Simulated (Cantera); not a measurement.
Cantera run, input and output.

```python
import numpy as np
import cantera as ct

surf = ct.Interface("diamond.yaml", "diamond_100")
gas, bulk = surf.adjacent["gas"], surf.adjacent["diamond"]
k = surf.kinetics_species_index(bulk.species_names[0])
cover = ["c6HH", "c6H*", "c6*H", "c6**", "c6HM", "c6B"]

rows, drift = [], 0.0
print(f"{'P':>10s}{'um/h':>11s}" + "".join(f"{s:>11s}" for s in cover))
for v in [1400, 1900, 2700, 3800, 5300, 7500, 10000, 15000]:
    T, P, xH, xCH3 = 1375, v, 0.047, 6.1e-05
    gas.TPX = T, P, {"H": xH, "CH3": xCH3, "CH4": 0.0042, "H2": 1 - xH - xCH3 - 0.0042}
    surf.TP = bulk.TP = T, P
    surf.coverages = "c6H*:0.1, c6HH:0.9"
    surf.advance_coverages(100.0)
    before = surf.coverages
    surf.advance_coverages(100.0)
    drift = max(drift, np.max(np.abs(surf.coverages - before) / (surf.coverages + 1e-9)))
    rate = surf.net_production_rates[k] * bulk.mean_molecular_weight / bulk.density * 3.6e9
    rows.append([rate, *surf[cover].coverages])
    print(f"{v:10.4g}{rate:11.4e}" + "".join(f"{x:11.3e}" for x in rows[-1][1:]))
```

Result:

```
         P       um/h       c6HH       c6H*       c6*H       c6**       c6HM        c6B
      1400 2.4882e-01  3.367e-01  5.743e-02  5.439e-01  6.188e-02  1.031e-05  6.752e-10
      1900 3.7084e-01  3.367e-01  5.748e-02  5.438e-01  6.189e-02  1.383e-05  1.006e-09
      2700 5.9520e-01  3.367e-01  5.755e-02  5.437e-01  6.192e-02  1.920e-05  1.615e-09
      3800 9.5731e-01  3.367e-01  5.765e-02  5.436e-01  6.195e-02  2.611e-05  2.598e-09
      5300 1.5400e+00  3.367e-01  5.779e-02  5.434e-01  6.200e-02  3.474e-05  4.179e-09
      7500 2.5534e+00  3.367e-01  5.799e-02  5.432e-01  6.207e-02  4.599e-05  6.929e-09
     1e+04 3.8944e+00  3.366e-01  5.821e-02  5.429e-01  6.215e-02  5.709e-05  1.057e-08
   1.5e+04 7.0384e+00  3.366e-01  5.867e-02  5.423e-01  6.231e-02  7.523e-05  1.910e-08
```

Detailed kinetics in Cantera: the Harris–Goodwin 1993 mechanism for the reconstructed diamond (100) surface.
